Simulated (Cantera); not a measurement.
Charge: 1 mol CH₂F₂, 0.033 mol Si, at 5.40e-5 bar.

These are equilibrium values from Cantera (NASA tables, ideal gas, pure condensed phases), not measurements of a reactor. Candidate condensed phases: C, C₆H₆, C₇H₈, C₈H₁₈, Si, SiC; 113 gas species. Equilibrium is a limit: real reactors are often held back by kinetics, nucleation or transport. All values below are at 1000 °C.

Base state: HF 0.950, H₂ 0.0335, SiF₄ 0.0168, H 1.78e-5 (mole fractions); condensed: C(graphite).

Problem. What changes in the equilibrium state with this change: Si from 0.033 to 0.0067 mol?

Solution. 
```csv
species,before,after
HF,0.950,0.990
H₂,0.0335,0.00672
SiF₄,0.0168,0.00336
H,1.78e-5,7.95e-6
"C(graphite), mol",1.00,1.00
```
